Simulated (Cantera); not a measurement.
An isothermal, constant-pressure homogeneous reactor starts with 1.91 % CH3OH, 2.39 % O2, 95.7 % N2, at 1325 K and 8.98 atm.

Computed with Cantera and GRI-Mech 3.0 (53 species, 325 reactions). GRI-Mech 3.0 was tuned for natural gas; its chemistry of methanol as a main component is partial and can be far from experiment. The temperature is held fixed by assumption; the heat of reaction is taken as removed at once.

x: mole fraction; the columns are a selection and need not sum to one.

| t (s) | x CH3OH | x O2 | x NO2 | x CH4 | x O | x NO |
|---|---|---|---|---|---|---|
| 7.00e-5 | 0.0191 | 0.0239 | <1e-12 | … | 1.05e-9 | <1e-12 |
| 0.000190 | 0.0190 | 0.0239 | <1e-12 | … | 2.76e-9 | <1e-12 |
| 0.000515 | 0.00636 | 0.0170 | 1.75e-11 | … | 4.64e-7 | 2.59e-11 |
| 0.00140 | 4.32e-11 | 5.07e-5 | 8.77e-11 | … | 5.98e-7 | 9.17e-7 |
| 0.00378 | 1.61e-11 | 2.25e-6 | 1.55e-11 | … | 6.69e-9 | 8.97e-7 |
| 0.0103 | 6.91e-12 | 3.32e-7 | 5.36e-12 | 4.92e-9 | 3.84e-10 | 8.30e-7 |
| 0.0278 | 2.62e-12 | 6.82e-8 | 1.70e-12 | 4.76e-9 | 3.48e-11 | 7.25e-7 |
| 0.0755 | <1e-12 | 1.55e-8 | <1e-12 | 4.70e-9 | 4.21e-12 | 6.04e-7 |
| 0.205 | <1e-12 | 3.23e-9 | <1e-12 | 4.68e-9 | <1e-12 | 4.83e-7 |
| 0.555 | <1e-12 | 4.51e-10 | <1e-12 | 4.67e-9 | <1e-12 | 3.58e-7 |
| 1.50 | <1e-12 | 1.76e-11 | <1e-12 | 4.66e-9 | <1e-12 | 2.13e-7 |
| 4.08 | <1e-12 | <1e-12 | <1e-12 | 4.64e-9 | <1e-12 | 7.26e-8 |
| 11.1 | <1e-12 | <1e-12 | <1e-12 | 4.61e-9 | <1e-12 | 6.90e-9 |
| 30.0 | <1e-12 | <1e-12 | <1e-12 | 4.54e-9 | <1e-12 | 7.61e-10 |

**Question.** What belongs in the gaps?

**Answer.** 
- 7.00e-5, x CH4: 1.77e-6
- 0.000190, x CH4: 4.25e-6
- 0.000515, x CH4: 6.65e-6
- 0.00140, x CH4: 8.51e-9
- 0.00378, x CH4: 5.48e-9
